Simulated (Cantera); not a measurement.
# Fe₃O₄ + CH₄ + CO (carbothermic reduction)

A closed system holds: 1 mol Fe₃O₄, 1.9 mol CH₄, 1.2 mol CO, at 160 Pa.

Method: chemical equilibrium by Gibbs-energy minimisation in Cantera with the NASA 1993 tables (ideal gas, pure condensed phases). Candidate condensed phases: C, C₆H₆, C₇H₈, C₈H₁₈, Fe, Fe(CO)₅, FeO, Fe(OH)₂, Fe(OH)₃, Fe₂O₃, Fe₃O₄, H₂O; 114 gas species. Each liquid is taken as pure. Mutual solubility and eutectic melting of coexisting phases are not modelled. The tables' stoichiometric FeO is somewhat more stable than real wüstite, so its field is too wide. FeO: taken at fixed stoichiometry. Rates play no part.

```json
[
 {"T (K)": "1573", "x CO": "0.389", "x H₂": "0.380", "x Fe": "0.000411", "x H₂O": "0.170", "x CO₂": "0.0602", "x H": "0.000627", "n Fe(γ)": "2.49", "n FeO(s)": "0.510", "n Fe(δ)": "0", "n FeO(l)": "0", "n Fe(l)": "0"},
 {"T (K)": "1623", "x CO": "0.390", "x H₂": "0.375", "x Fe": "0.00104", "x H₂O": "0.175", "x CO₂": "0.0586", "x H": "0.00106", "n Fe(γ)": "2.51", "n FeO(s)": "0.487", "n Fe(δ)": "0", "n FeO(l)": "0", "n Fe(l)": "0"},
 {"T (K)": "1673", "x CO": "0.392", "x H₂": "0.372", "x Fe": "0.00251", "x H₂O": "0.176", "x CO₂": "0.0560", "x H": "0.00174", "n Fe(γ)": "0", "n FeO(s)": "0", "n Fe(δ)": "2.49", "n FeO(l)": "0.494", "n Fe(l)": "0"},
 {"T (K)": "1723", "x CO": "0.394", "x H₂": "0.372", "x Fe": "0.00570", "x H₂O": "0.173", "x CO₂": "0.0522", "x H": "0.00278", "n Fe(γ)": "0", "n FeO(s)": "0", "n Fe(δ)": "2.43", "n FeO(l)": "0.532", "n Fe(l)": "0"},
 {"T (K)": "1773", "x CO": "0.394", "x H₂": "0.370", "x Fe": "0.0124", "x H₂O": "0.170", "x CO₂": "0.0487", "x H": "0.00433", "n Fe(γ)": "0", "n FeO(s)": "0", "n Fe(δ)": "2.35", "n FeO(l)": "0.567", "n Fe(l)": "0"},
 {"T (K)": "1823", "x CO": "0.391", "x H₂": "0.365", "x Fe": "0.0254", "x H₂O": "0.166", "x CO₂": "0.0455", "x H": "0.00654", "n Fe(γ)": "0", "n FeO(s)": "0", "n Fe(δ)": "0", "n FeO(l)": "0.592", "n Fe(l)": "2.23"},
 {"T (K)": "1873", "x CO": "0.382", "x H₂": "0.353", "x Fe": "0.0494", "x H₂O": "0.162", "x CO₂": "0.0428", "x H": "0.00959", "n Fe(γ)": "0", "n FeO(s)": "0", "n Fe(δ)": "0", "n FeO(l)": "0.597", "n Fe(l)": "2.04"},
 {"T (K)": "1923", "x CO": "0.365", "x H₂": "0.334", "x Fe": "0.0925", "x H₂O": "0.155", "x CO₂": "0.0394", "x H": "0.0136", "n Fe(γ)": "0", "n FeO(s)": "0", "n Fe(δ)": "0", "n FeO(l)": "0.601", "n Fe(l)": "1.68"},
 {"T (K)": "1973", "x CO": "0.334", "x H₂": "0.302", "x Fe": "0.168", "x H₂O": "0.141", "x CO₂": "0.0348", "x H": "0.0185", "n Fe(γ)": "0", "n FeO(s)": "0", "n Fe(δ)": "0", "n FeO(l)": "0.602", "n Fe(l)": "0.977"},
 {"T (K)": "2023", "x CO": "0.292", "x H₂": "0.252", "x Fe": "0.262", "x H₂O": "0.133", "x CO₂": "0.0330", "x H": "0.0238", "n Fe(γ)": "0", "n FeO(s)": "0", "n Fe(δ)": "0", "n FeO(l)": "0.469", "n Fe(l)": "0"},
 {"T (K)": "2073", "x CO": "0.266", "x H₂": "0.204", "x Fe": "0.293", "x H₂O": "0.158", "x CO₂": "0.0424", "x H": "0.0297", "n Fe(γ)": "0", "n FeO(s)": "0", "n Fe(δ)": "0", "n FeO(l)": "0", "n Fe(l)": "0"},
 {"T (K)": "2123", "x CO": "0.265", "x H₂": "0.198", "x Fe": "0.290", "x H₂O": "0.155", "x CO₂": "0.0413", "x H": "0.0399", "n Fe(γ)": "0", "n FeO(s)": "0", "n Fe(δ)": "0", "n FeO(l)": "0", "n Fe(l)": "0"}
]
```
x: gas mole fraction; n: condensed amount in mol.

From 1573 K to 1623 K the condensed part is Fe(γ) + FeO(s). From 1673 K to 1773 K the condensed part is Fe(δ) + FeO(l). From 1823 K to 1973 K the condensed part is Fe(l) + FeO(l). At 2023 K the condensed part is FeO(l). From 2073 K to 2123 K nothing is condensed. The main Fe-bearing gas is Fe throughout.
